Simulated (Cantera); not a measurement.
Charge: 1 mol Si, 12 mol HCl, 47 mol H2, held at 950 °C and 2.25 Torr.

Equilibrium computed with Cantera from the NASA thermochemical tables; the gas is ideal and each condensed phase is pure. The tables' values for SiCl3 are old estimates; treat these amounts as uncertain. Equilibrium is a limit: real reactors are often held back by kinetics, nucleation or transport.

| species | before | after |
|---|---|---|
| H2 | 0.823 | 0.839 |
| HCl | 0.160 | 0.144 |
| SiCl4 | 0.00388 | 0.0123 |
| SiCl2 | 0.0103 | 0.00123 |
| SiH2Cl2 | 1.31e-5 | 5.33e-5 |
| SiHCl3 | 0.000618 | 0.00222 |
| SiCl3 | 0.00224 | 0.00138 |
Gas species are given as mole fractions.

Name the change that produced these shifts.
(A) temperature from 950 °C to 377 °C
(B) temperature from 950 °C to 1475 °C
(C) pressure from 2.25 Torr to 75.0 Torr
(D) temperature from 950 °C to 727 °C

C, pressure from 2.25 Torr to 75.0 Torr
